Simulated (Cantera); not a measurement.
Charge: 1 mol B₂O₃, 0.17 mol H₂O, held at 998 K and 6.00 Torr.

Equilibrium computed with Cantera from the NASA thermochemical tables; the gas is ideal and each condensed phase is pure. Candidate condensed phases: B, B₂O₃, B₃O₃H₃, H₂O; 23 gas species. Gases not in the tables: H₃BO₃. Equilibrium is a limit: real reactors are often held back by kinetics, nucleation or transport.

Base state: H₂O 0.997, (HBO₂)₃ 0.00251, HBO₂ 0.000281 (mole fractions); condensed: B₂O₃(l).

Task: What changes in the equilibrium state with this change: temperature from 998 K to 1098 K?

Result: 
```csv
species,before,after
H₂O,0.997,0.997
HBO₂,0.000281,0.00188
(HBO₂)₃,0.00251,0.00157
"B₂O₃(l), mol",0.999,0.999
```

Task: What changes in the equilibrium state with this change: B₂O₃ replaced by borazine?

Result: 
```tsv
species	before	after
H₂	1.20e-6	0.982
N₂	0	0.0174
H₂O	0.997	0.000494
HBO₂	0.000281	6.25e-6
(HBO₂)₃	0.00251	2.76e-8
B₂O₃(l), mol	0.999	0.0561
BN(s), mol	0	2.89
```
The feed counts by its element totals alone. Further candidate phases: BN.

Task: What changes in the equilibrium state with this change: temperature from 998 K to 1300 K?

Result: 
```tsv
species	before	after
H₂O	0.997	0.965
HBO₂	0.000281	0.0338
(HBO₂)₃	0.00251	0.000699
B₂O₃	<1e-9	2.33e-5
OH	4.77e-8	1.41e-5
H₂	1.20e-6	0.000123
O₂	5.87e-7	5.79e-5
B₂O₃(l), mol	0.999	0.997
```
